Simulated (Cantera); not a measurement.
Charge: 1 mol FeS₂, 8.1 mol H₂, 1.3 mol N₂, equilibrated at 1900 K and 680 Pa.

Cantera equilibrium calculation (NASA polynomials, part measured and part estimated; ideal gas, pure solids and liquids). Kinetics and transport are ignored.

```
species      before    after
----------  -------  -------
H₂            0.742    0.952
N₂            0.123   0.0132
Fe           0.0164   0.0101
S₂           0.0783  0.00522
SH           0.0136  0.00399
H₂S          0.0135  0.00446
S           0.00542  0.00140
H           0.00829  0.00939
Fe(l), mol    0.827        0
```
Gas species are given as mole fractions.

**Question.** Which change was made?
(A) pressure from 680 Pa to 19.0 Pa
(B) temperature from 1900 K to 1273 K
(C) temperature from 1900 K to 1848.15 K
(D) H₂ from 8.1 to 95 mol

**Answer.** D, H₂ from 8.1 to 95 mol
